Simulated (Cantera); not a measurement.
Moist CO burnout

A perfectly stirred reactor is fed with CO : O₂ : H₂O : N₂ = 0.011 : 0.0076 : 0.053 : 1 (molar parts), equivalence ratio 0.72, at 1.88 atm; it is held at 1250 K, and followed from long to short residence time.

Cantera simulation using GRI-Mech 3.0 (53 species, 325 reactions); the numbers are that mechanism's predictions, not measurements.

```tsv
τ (s)	x CO	x O₂	x H₂O	x H₂O₂	x HO₂
6.2	2.69e-5	0.00198	0.0497	1.38e-8	1.42e-7
2.1	5.62e-5	0.00200	0.0497	2.58e-8	2.75e-7
0.70	0.000117	0.00204	0.0497	4.81e-8	5.01e-7
0.24	0.000238	0.00211	0.0496	8.65e-8	8.27e-7
0.080	0.000484	0.00226	0.0495	1.51e-7	1.26e-6
0.027	0.000962	0.00254	0.0494	2.43e-7	1.79e-6
0.0090	0.00188	0.00305	0.0492	3.59e-7	2.46e-6
0.0030	0.00348	0.00390	0.0490	4.74e-7	3.37e-6
0.0010	0.00586	0.00510	0.0489	5.37e-7	4.47e-6
0.00034	0.00840	0.00631	0.0490	4.41e-7	5.30e-6
```
x: mole fraction; the columns are a selection and need not sum to one.
